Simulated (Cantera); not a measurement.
A perfectly stirred reactor is fed with CH4 : O2 : N2 = 1 : 1.82 : 6.84 (molar parts), at 1000000 Pa; it is adiabatic with a 625 K inlet, and is followed from long to short residence time, starting on the burning branch (τ in s: 0.092, 0.043, 0.02, 0.0095, 0.0045, 0.0021, 0.00098, 0.00046, 0.00022, 0.0001, 4.7e-05, 2.2e-05, 1e-05).

Cantera simulation using GRI-Mech 3.0 (53 species, 325 reactions); the numbers are that mechanism's predictions, not measurements.

Q: What does this change do: O2 1.82 to 2.5 parts?

A: 
```json
[
 {"quantity": "blow-out, bracketed by the residence times tried", "before": "burning at 22.0 µs, out at 10.0 µs", "after": "burning at 10.0 µs, the shortest tried"},
 {"quantity": "x(CH4) at τ = 92.0 ms", "before": "1.08e-6", "after": "1.81e-7"},
 {"quantity": "x(O2) at τ = 92.0 ms", "before": "0.000550", "after": "0.0445"},
 {"quantity": "x(H) at τ = 92.0 ms", "before": "0.000677", "after": "0.000312"},
 {"quantity": "x(CO) at τ = 92.0 ms", "before": "0.0276", "after": "0.00487"},
 {"quantity": "x(CH3) at τ = 92.0 ms", "before": "6.63e-7", "after": "9.85e-8"},
 {"quantity": "x(CH4) at τ = 0.980 ms", "before": "4.52e-5", "after": "1.51e-5"},
 {"quantity": "x(O2) at τ = 0.980 ms", "before": "0.00211", "after": "0.0485"},
 {"quantity": "x(H) at τ = 0.980 ms", "before": "0.00125", "after": "0.000387"},
 {"quantity": "x(CO) at τ = 0.980 ms", "before": "0.0295", "after": "0.00585"},
 {"quantity": "x(CH3) at τ = 0.980 ms", "before": "2.97e-5", "after": "8.26e-6"}
]
```
